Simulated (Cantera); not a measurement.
Input: 1 mol NiS, 2.7 mol H2, 7.1 mol N2, held at 1.20 Torr.

These are equilibrium values from Cantera (NASA tables, ideal gas, pure condensed phases), not measurements of a reactor. Candidate condensed phases: Ni, NiS, NiS2, Ni3S2, Ni3S4, S; 17 gas species. Metal and sulfide melt together well below either melting point, which pure phases cannot show. Mutual solubility and eutectic melting of coexisting phases are not modelled. Gases not in the tables: S3 to S7. Equilibrium is a limit: real reactors are often held back by kinetics, nucleation or transport.

Which condensed phases are stable at each of these points (T (K)): 798, 998, 1198, 1398, 1598, 1798, 1998?


```
T (K)  condensed phases  Ni condensed (%)
-----  ----------------  ----------------
798            Ni3S2(s)             100.0
998            Ni3S2(s)             100.0
1198           Ni3S2(l)             100.0
1398           Ni3S2(l)             100.0
1598   Ni(s) + Ni3S2(l)              99.6
1798              Ni(l)              89.4
1998           gas only               0.0
```

From 798 K to 998 K the condensed part is Ni3S2(s). From 1198 K to 1398 K the condensed part is Ni3S2(l). At 1598 K the condensed part is Ni(s) + Ni3S2(l). At 1798 K the condensed part is Ni(l). At 1998 K nothing is condensed.
